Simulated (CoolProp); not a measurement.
The fluid at 514.93 K and 0.0254 MPa (gas) is heated at constant pressure to 582.1 K. The same conditions are run with several fluids, on thermodynamics alone (safety and materials aside).

Model: reference Helmholtz-energy equation of state of each fluid (tetradecamethylhexasiloxane (MD4M): Thol 2019; ethylbenzene: Zhou 2012; n-pentane: Thol 2019; sulfur hexafluoride: Guder 2009), in CoolProp.

```csv
fluid,heat (kJ/kg),final density (kg/m³)
tetradecamethylhexasiloxane (MD4M),(withheld),(withheld)
ethylbenzene,141,(withheld)
n-pentane,(withheld),(withheld)
sulfur hexafluoride,(withheld),(withheld)
```

### Question
Complete the blanks.

### Answer

- tetradecamethylhexasiloxane (MD4M), heat (kJ/kg): 131
- tetradecamethylhexasiloxane (MD4M), final density (kg/m³): 2.46
- ethylbenzene, final density (kg/m³): 0.559
- n-pentane, heat (kJ/kg): 182
- n-pentane, final density (kg/m³): 0.379
- sulfur hexafluoride, heat (kJ/kg): 60.9
- sulfur hexafluoride, final density (kg/m³): 0.767
